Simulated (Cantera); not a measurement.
Input: 1 mol Al, 0.83 mol Cl2, 49 mol N2, held at 450 K and 0.250 bar.

Cantera equilibrium calculation (NASA polynomials, part measured and part estimated; ideal gas, pure solids and liquids). Candidate condensed phases: Al, AlCl3, AlN; 11 gas species. Kinetics and transport are ignored.

Base state: N2 0.994, Al2Cl6 0.00561, AlCl3 6.61e-5 (mole fractions); condensed: AlN(s).

**Question.** What changes in the equilibrium state with this change: Cl2 from 0.83 to 5.5 mol?

**Answer.** 
| species | before | after |
|---|---|---|
| N2 | 0.994 | 0.916 |
| Cl2 | <1e-9 | 0.0748 |
| Al2Cl6 | 0.00561 | 0.00930 |
| AlCl3 | 6.61e-5 | 8.51e-5 |
| AlN(s), mol | 0.447 | 0 |
